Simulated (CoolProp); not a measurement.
Vapour-liquid equilibrium of CHF3 (R23) (1) + R143a (2) at 1.03 bar; x and y are mole fractions of (1).

Values from CoolProp's multi-fluid Helmholtz-energy mixture model, Penoncello 2003 and Lemmon and Jacobsen 2000; pair parameters Bell 2016.

```csv
x,"bubble temperature, mixture model (°C)","bubble temperature, Raoult's law (°C)","y, mixture model","y, Raoult's law"
0.05,-50.3,-51.1,0.187,0.223
0.2,-59.4,-60.4,…,0.596
0.35,…,-66.8,…,0.771
0.5,-71.8,-71.6,0.869,0.868
0.65,…,-75.3,0.926,0.927
0.8,-78.5,-78.4,…,0.966
0.95,-81.0,-81.0,…,0.993
```

Q: What belongs in the gaps?

A: 
- 0.2, y, mixture model: 0.569
- 0.35, bubble temperature, mixture model (°C): -66.5
- 0.35, y, mixture model: 0.766
- 0.65, bubble temperature, mixture model (°C): -75.6
- 0.8, y, mixture model: 0.963
- 0.95, y, mixture model: 0.991

The largest gap from Raoult's law is +1.0 K in bubble temperature, at x = 0.2. No azeotrope shows between x = 0.05 and 0.95.

The pair parameters rest on a limited set of measurements; away from them the model extrapolates. The gap from Raoult's law changes sign with composition, which may be real or a fault of the pair parameters; it wasn't checked against measurements.
